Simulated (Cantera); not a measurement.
Charge: 1 mol Si(CH₃)₄, 0.81 mol HCl, 490 mol H₂, 0.069 mol C₂H₄, held at 2048 K.

Cantera equilibrium calculation (NASA polynomials, part measured and part estimated; ideal gas, pure solids and liquids). Candidate condensed phases: C, C₆H₆, C₇H₈, C₈H₁₈, Si, SiC; 109 gas species. The numbers say what is thermodynamically allowed, not how fast it happens.

### Question
At 56.3 Torr, list the 6 most abundant gas species with their mole fractions, and the condensed phases.

### Answer
H₂ 0.989, H 0.00813, HCl 0.00161, C₂H₂ (acetylene) 0.00104, Si 6.57e-5, CH₄ 2.75e-5. Condensed: C(graphite) + SiC(s).
